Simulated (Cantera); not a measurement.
Charge: 1 mol Fe2O3, 1.4 mol O2, 0.034 mol H2O, at 0.140 bar.

These are equilibrium values from Cantera (NASA tables, ideal gas, pure condensed phases), not measurements of a reactor. Candidate condensed phases: Fe, FeO, Fe(OH)2, Fe(OH)3, Fe2O3, Fe3O4, H2O; 12 gas species. The numbers say what is thermodynamically allowed, not how fast it happens. All values below are at 800 K.

Base state: O2 0.976, H2O 0.0237 (mole fractions); condensed: Fe2O3(s).

### Question
What changes in the equilibrium state with this change: 0.0033 mol CH4 added?

### Answer
| species | before | after |
|---|---|---|
| O2 | 0.976 | 0.969 |
| H2O | 0.0237 | 0.0282 |
| CO2 | 0 | 0.00230 |
| Fe2O3(s), mol | 1.00 | 1.00 |
Further candidate phases: C, C6H6, C7H8, C8H18, Fe(CO)5.
